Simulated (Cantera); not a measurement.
An isothermal, constant-pressure homogeneous reactor starts with CH4 : H2 : CO2 = 0.028 : 1 : 0.0076 (molar parts), at 2125 K and 105 Torr.

Model: GRI-Mech 3.0 (53 species, 325 reactions), integrated in Cantera. GRI-Mech 3.0 stops at C3 and has no aromatics, soot or wall deposition, so with more carbon than oxygen in the feed, carbon stays in small species such as C2H2 where larger ones or solid carbon would form.

x: mole fraction; the columns are a selection and need not sum to one.

| t (s) | x CH4 | x H2 | x CO2 | x HO2 | x C2H6 |
|---|---|---|---|---|---|
| 7.00e-6 | 0.0270 | 0.966 | 0.00734 | <1e-12 | (withheld) |
| 1.83e-5 | 0.0269 | 0.965 | 0.00733 | <1e-12 | (withheld) |
| 4.80e-5 | 0.0267 | 0.965 | 0.00730 | <1e-12 | (withheld) |
| 0.000126 | 0.0260 | 0.964 | 0.00710 | <1e-12 | (withheld) |
| 0.000329 | 0.0241 | 0.961 | 0.00595 | <1e-12 | (withheld) |
| 0.000863 | 0.0186 | 0.957 | 0.00242 | <1e-12 | (withheld) |
| 0.00226 | 0.0101 | 0.959 | 0.000131 | <1e-12 | (withheld) |
| 0.00592 | 0.00408 | 0.962 | 1.05e-5 | <1e-12 | (withheld) |
| 0.0155 | 0.00153 | 0.963 | 1.02e-5 | <1e-12 | (withheld) |
| 0.0406 | 0.000812 | 0.964 | 9.25e-6 | <1e-12 | (withheld) |
| 0.106 | 0.000568 | 0.965 | 6.36e-6 | <1e-12 | (withheld) |
| 0.278 | 0.000307 | 0.966 | 1.96e-6 | <1e-12 | (withheld) |
| 0.729 | 0.000120 | 0.967 | 8.26e-8 | <1e-12 | 2.59e-10 |
| 1.91 | 9.76e-5 | 0.967 | 1.88e-10 | <1e-12 | 1.84e-10 |
| 5.00 | 9.75e-5 | 0.967 | 1.67e-10 | <1e-12 | 1.84e-10 |

Task: What belongs in the gaps?

Result: 
- 7.00e-6, x C2H6: 1.57e-9
- 1.83e-5, x C2H6: 1.90e-8
- 4.80e-5, x C2H6: 1.62e-7
- 0.000126, x C2H6: 9.48e-7
- 0.000329, x C2H6: 3.21e-6
- 0.000863, x C2H6: 3.63e-6
- 0.00226, x C2H6: 1.26e-6
- 0.00592, x C2H6: 2.25e-7
- 0.0155, x C2H6: 3.39e-8
- 0.0406, x C2H6: 9.91e-9
- 0.106, x C2H6: 4.91e-9
- 0.278, x C2H6: 1.47e-9
